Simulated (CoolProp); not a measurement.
Properties of chlorine along the isobar 6.5 MPa (Tc = 143.7 °C, pc = 7.642 MPa, ω = 0.070).

Computed with CoolProp (reference Helmholtz-energy equation of state, Thol 2021).

```
T (°C)   phase  density (kg/m³)  cv (kJ/(kg K))  isothermal compressibility (1/MPa)  fugacity coefficient
------  ------  ---------------  --------------  ----------------------------------  --------------------
-12.75  liquid             1517          0.4928                            0.001254               0.03984
-4.25   liquid             1493          0.4910                            0.001374               0.05296
4.35    liquid             1469          0.4893                            0.001514               0.06912
12.95   liquid             1445          0.4879                            0.001676               0.08845
21.55   liquid             1420          0.4865                            0.001864                0.1112
30.15   liquid             1394          0.4852                            0.002086                0.1374
38.65   liquid             1368          0.4841                            0.002349                0.1670
47.25   liquid             1340          0.4831                            0.002671                0.2006
55.85   liquid             1312          0.4823                            0.003069                0.2379
64.45   liquid             1282          0.4819                            0.003571                0.2790
73.05   liquid             1251          0.4820                            0.004219                0.3235
81.55   liquid             1218          0.4828                            0.005071                0.3708
90.15   liquid             1183          0.4847                            0.006265                0.4216
98.75   liquid             1144          0.4881                            0.008018                0.4752
```
